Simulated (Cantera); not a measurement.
Cantera run:

```python
import numpy as np
import cantera as ct

gas_names = """
    H H2 N NH NH2 NH3 N2 N2H2 N2H4 Si SiH SiH2 SiH3 SiH4 SiN Si2 Si2N Si3
""".split()
cond_names = """
    Si(cr) Si(L) Si3N4(a)
""".split()


def load(file, names, dense=False):
    # The tables refer to 1 bar. Condensed volumes are neglected.
    table = {s.name: s for s in ct.Species.list_from_file(file)}
    out = []
    for n in names:
        d = dict(table[n].input_data)
        d["thermo"] = dict(d["thermo"], **{"reference-pressure": 1e5})
        if dense:
            d["equation-of-state"] = {"model": "constant-volume", "density": "1e6 g/cm^3"}
        out.append(ct.Species.from_dict(d))
    return out


gas = ct.Solution(thermo="ideal-gas", species=load("nasa_gas.yaml", gas_names))
cond = {s.name: ct.Solution(thermo="fixed-stoichiometry", species=[s], name=s.name)
        for s in load("nasa_condensed.yaml", cond_names, dense=True)}
atoms = {
    'SiH4': {'Si': 1, 'H': 4},
    'NH3': {'N': 1, 'H': 3},
    'H2': {'H': 2},
}
top_T = {'Si3N4(a)': 2400}  # K; cautious upper limits of use, not melting points


def equilibrate(T, P, feed):
    n = {}
    for name, mol in feed.items():
        for a, k in atoms[name].items():
            n[a] = n.get(a, 0.0) + k * mol
    gas.TPX = T, P, n
    mass = sum(n.values()) * gas.mean_molecular_weight
    gas.equilibrate("TP")
    valid = [c for c in cond.values() if c.min_temp <= T <= top_T.get(c.name, c.max_temp)]
    mix = ct.Mixture([(gas, mass / gas.mean_molecular_weight)] + [(c, 0.0) for c in valid])
    mix.T, mix.P = T, P
    mix.equilibrate("TP", solver="vcs", rtol=1e-11, max_steps=5000)
    return mix


results = []
feed = {'SiH4': 1, 'NH3': 1.8, 'H2': 1.3}  # mol
P = 1600  # Pa
for T in [848, 948, 1048, 1148, 1248, 1348, 1448, 1548, 1648, 1748]:
    mix = equilibrate(T, P, feed)
    results.append((T, P, feed, dict(zip(mix.species_names, mix.species_moles))))

top = {s: max(r[3][s] / sum(r[3][g] for g in gas_names) for r in results) for s in gas_names}
cols = sorted((s for s in top if top[s] > 1e-05), key=lambda s: -top[s])[:9]
seen = [c for c in cond_names if any(r[3].get(c, 0) > 1e-12 for r in results)]
print("log10 of partial pressures in bar; condensed amounts in mol")
print(f"{'T/K':>10s}" + "".join(f"{s[:9]:>10s}" for s in cols + seen))
for T, P, feed, n in results:
    ng = sum(n[g] for g in gas_names)
    print(f"{T:10.4g}" + "".join(f"{np.log10(max(n[s] / ng * P / 1e5, 1e-99)):10.3f}" for s in cols)
          + "".join(f"{n.get(c, 0):10.4g}" for c in seen))
```

Output:

```
log10 of partial pressures in bar; condensed amounts in mol
       T/K        H2        N2         H        Si      SiH2       SiH    Si(cr)     Si(L)  Si3N4(a)
       848    -1.812    -3.223   -11.627   -27.322   -21.477   -25.673         0         0    0.3333
       948    -1.812    -3.223   -10.187   -22.790   -18.288   -21.636         0         0    0.3333
      1048    -1.812    -3.223    -9.018   -19.128   -15.710   -18.375         0         0    0.3333
      1148    -1.812    -3.223    -8.051   -16.109   -13.584   -15.688         0         0    0.3333
      1248    -1.812    -3.223    -7.237   -13.578   -11.800   -13.436         0         0    0.3333
      1348    -1.812    -3.223    -6.542   -11.426   -10.284   -11.523         0         0    0.3333
      1448    -1.812    -3.223    -5.942    -9.576    -8.980    -9.879         0         0    0.3333
      1548    -1.813    -3.223    -5.418    -7.967    -7.847    -8.451         0         0    0.3333
      1648    -1.815    -3.176    -4.958    -6.589    -6.887    -7.232   0.04182         0    0.3193
      1748    -1.857    -2.681    -4.570    -5.837    -6.545    -6.642         0    0.9991         0
```

Equilibrium computed with Cantera from the NASA thermochemical tables; the gas is ideal and each condensed phase is pure. Mutual solubility and eutectic melting of coexisting phases are not modelled. Gases not in the tables: Si2H6 and higher silanes.
